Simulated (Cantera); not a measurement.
Input: 1 mol C₂H₂, 0.77 mol H₂, 14 mol N₂, at 577 °C and 1.80 Torr.

Cantera equilibrium calculation (NASA polynomials, part measured and part estimated; ideal gas, pure solids and liquids). Candidate condensed phases: C, C₆H₆, C₇H₈, C₈H₁₈; 92 gas species. Equilibrium is a limit: real reactors are often held back by kinetics, nucleation or transport.

Base state: N₂ 0.888, H₂ 0.112, CH₄ 1.88e-5 (mole fractions); condensed: C(graphite).

Problem. What changes in the equilibrium state with this change: temperature from 577 °C to 2252 °C?

Solution. 
| species | before | after |
|---|---|---|
| N₂ | 0.888 | 0.826 |
| H | <1e-9 | 0.115 |
| H₂ | 0.112 | 0.0401 |
| HCN | 9.65e-8 | 0.0137 |
| CN | <1e-9 | 0.00235 |
| HNC | <1e-9 | 0.00165 |
| C(graphite), mol | 2.00 | 1.66 |
